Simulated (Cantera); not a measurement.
## Equilibrium for thermal oxidation and active oxidation of silicon: Si + N2O + H2 + CO2

A closed system holds: 1 mol Si, 0.23 mol N2O, 450 mol H2, 0.082 mol CO2, equilibrated at 11000 Pa.

Method: chemical equilibrium by Gibbs-energy minimisation in Cantera with the NASA 1993 tables (ideal gas, pure condensed phases). Candidate condensed phases: C, C6H6, C7H8, C8H18, H2O, Si, SiC, SiO2, Si2N2O, Si3N4; 151 gas species. Mutual solubility and eutectic melting of coexisting phases are not modelled. The tables hold silica as quartz up to 1696 K and as liquid above; real silica turns to tridymite and cristobalite and melts near 1996 K. Equilibrium is a limit: real reactors are often held back by kinetics, nucleation or transport.

```tsv
T (K)	log p H2	log p SiO	log p N2	log p H	log p CO	log p SiH2	n Si(s)	n SiC(s)	n SiO2(β-quartz)	n Si2N2O(s)
998	-0.96	-9.32	<-12	-9.15	-12.06	-11.01	0.378	0.0802	0.0820	0.230
1098	-0.96	-7.67	<-12	-8.09	-10.09	-9.86	0.377	0.0805	0.0820	0.230
1198	-0.96	-6.30	-11.35	-7.20	-8.45	-8.90	0.376	0.0807	0.0809	0.230
1298	-0.96	-5.14	-9.72	-6.45	-7.07	-8.09	0.363	0.0805	0.0669	0.230
1398	-0.96	-4.41	-8.08	-5.80	-6.14	-7.40	0.301	0.0780	0	0.230
1498	-0.96	-4.40	-6.03	-5.24	-5.97	-6.79	0.307	0.0767	0	0.226
1598	-0.96	-4.15	-4.48	-4.75	-5.57	-6.27	0.450	0.0701	0	0.0944
```
log p: log10 of the partial pressure in bar; n: condensed amount in mol.

From 998 K to 1298 K the condensed part is Si(s) + SiC(s) + SiO2(β-quartz) + Si2N2O(s). From 1398 K to 1598 K the condensed part is Si(s) + SiC(s) + Si2N2O(s). The main Si-bearing gas is SiH4 at 998 K and SiO at 1598 K.
